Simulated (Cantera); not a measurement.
Cantera run:

```python
import numpy as np
import cantera as ct

gas_names = """
    Fe FeO Fe(OH)2 H HO2 H2 H2O H2O2 H2S H2SO4 O OH O2 O3 S SH SO SO2 SO3 S2 S2O S8
""".split()
cond_names = """
    Fe(a) Fe(c) Fe(d) Fe(L) FeO(s) FeO(L) Fe(OH)2(s) Fe(OH)3(s) FeS(a) FeS(b) FeS(c) FeS(L) FeSO4(s)
    FeS2(s) Fe2O3(s) Fe2S3O12(s) Fe3O4(s) H2O(s) H2O(L) H2SO4(L) S(cr1) S(cr2) S(L)
""".split()


# ... load() reads the species with a 1 bar reference pressure and builds the phases ...
atoms = {
    'FeS2': {'Fe': 1, 'S': 2},
    'O2': {'O': 2},
    'H2O': {'H': 2, 'O': 1},
}
top_T = {'FeSO4(s)': 950, 'FeS2(s)': 1010, 'Fe2O3(s)': 1830, 'Fe2S3O12(s)': 1100, 'Fe3O4(s)': 1870}  # K; cautious upper limits of use, not melting points


# ... equilibrate(T, P, feed) seeds the gas with the atoms and calls Mixture.equilibrate('TP', solver="vcs", rtol=1e-11, max_steps=5000) ...
results = []
feed = {'FeS2': 1, 'O2': 0.21, 'H2O': 0.58}  # mol
P = 980000  # Pa
for T in [1200, 1275, 1350, 1425, 1500, 1575, 1650, 1725, 1800]:
    mix = equilibrate(T, P, feed)
    results.append((T, P, feed, dict(zip(mix.species_names, mix.species_moles))))

top = {s: max(r[3][s] / sum(r[3][g] for g in gas_names) for r in results) for s in gas_names}
cols = sorted((s for s in top if top[s] > 0.0001), key=lambda s: -top[s])[:9]
seen = [c for c in cond_names if any(r[3].get(c, 0) > 1e-12 for r in results)]
print("log10 of partial pressures in bar; condensed amounts in mol")
print(f"{'T/K':>10s}" + "".join(f"{s[:9]:>10s}" for s in cols + seen))
for T, P, feed, n in results:
    ng = sum(n[g] for g in gas_names)
    print(f"{T:10.4g}" + "".join(f"{np.log10(max(n[s] / ng * P / 1e5, 1e-99)):10.3f}" for s in cols)
          + "".join(f"{n.get(c, 0):10.4g}" for c in seen))
```

Result:

```
log10 of partial pressures in bar; condensed amounts in mol
       T/K       H2O        S2       SO2       H2S        H2       S2O        SO        SH         S    FeS(c)    FeS(L)
      1200     0.571     0.371     0.368     0.079    -1.455    -0.806    -2.846    -2.979    -6.092         1         0
      1275     0.578     0.382     0.360     0.042    -1.265    -0.811    -2.536    -2.689    -5.532         1         0
      1350     0.583     0.390     0.353     0.008    -1.098    -0.817    -2.261    -2.432    -5.035         1         0
      1425     0.586     0.397     0.348    -0.026    -0.950    -0.823    -2.015    -2.203    -4.590         1         0
      1500     0.588     0.402     0.344    -0.058    -0.819    -0.828    -1.793    -1.999    -4.190         0         1
      1575     0.587     0.405     0.341    -0.089    -0.701    -0.834    -1.593    -1.816    -3.828         0         1
      1650     0.585     0.407     0.339    -0.120    -0.596    -0.839    -1.411    -1.650    -3.499         0         1
      1725     0.582     0.407     0.338    -0.150    -0.502    -0.845    -1.245    -1.501    -3.200         0         1
      1800     0.577     0.406     0.337    -0.181    -0.418    -0.851    -1.093    -1.366    -2.926         0         1
```

Method: chemical equilibrium by Gibbs-energy minimisation in Cantera with the NASA 1993 tables (ideal gas, pure condensed phases). FeS: taken at fixed stoichiometry. Gases not in the tables: S3 to S7.
